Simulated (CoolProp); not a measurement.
Saturation properties of R152A (Tc = 113.3 °C, pc = 4.517 MPa, ω = 0.275).

Values from CoolProp's reference Helmholtz-energy equation of state, Outcalt 1996. It is a modified Benedict-Webb-Rubin equation, recast in Helmholtz form.

```json
[
 {"T (°C)": "7.95", "p (MPa)": "0.3481", "surface tension (mN/m)": "12.0", "vapour viscosity (µPa s)": "10.5", "liquid conductivity (mW/(m K))": "109"},
 {"T (°C)": "12.15", "p (MPa)": "0.4001", "surface tension (mN/m)": "11.4", "vapour viscosity (µPa s)": "10.7", "liquid conductivity (mW/(m K))": "107"},
 {"T (°C)": "16.35", "p (MPa)": "0.4578", "surface tension (mN/m)": "10.9", "vapour viscosity (µPa s)": "10.9", "liquid conductivity (mW/(m K))": "105"},
 {"T (°C)": "20.55", "p (MPa)": "0.5216", "surface tension (mN/m)": "10.3", "vapour viscosity (µPa s)": "11.0", "liquid conductivity (mW/(m K))": "103"},
 {"T (°C)": "24.85", "p (MPa)": "0.5938", "surface tension (mN/m)": "9.73", "vapour viscosity (µPa s)": "11.2", "liquid conductivity (mW/(m K))": "101"},
 {"T (°C)": "29.05", "p (MPa)": "0.6713", "surface tension (mN/m)": "9.17", "vapour viscosity (µPa s)": "11.4", "liquid conductivity (mW/(m K))": "99.3"},
 {"T (°C)": "33.25", "p (MPa)": "0.7562", "surface tension (mN/m)": "8.62", "vapour viscosity (µPa s)": "11.6", "liquid conductivity (mW/(m K))": "97.5"},
 {"T (°C)": "37.55", "p (MPa)": "0.8512", "surface tension (mN/m)": "8.06", "vapour viscosity (µPa s)": "11.8", "liquid conductivity (mW/(m K))": "95.6"},
 {"T (°C)": "41.75", "p (MPa)": "0.9525", "surface tension (mN/m)": "7.52", "vapour viscosity (µPa s)": "12.0", "liquid conductivity (mW/(m K))": "93.8"}
]
```

It boils at -24.0 °C under 1 atm.

Viscosity comes from a separate model (Bell 2016), an estimate that may be off by 10 % or more. Thermal conductivity comes from a separate model (Krauss 1996). Surface tension comes from a separate correlation (Mulero 2012).
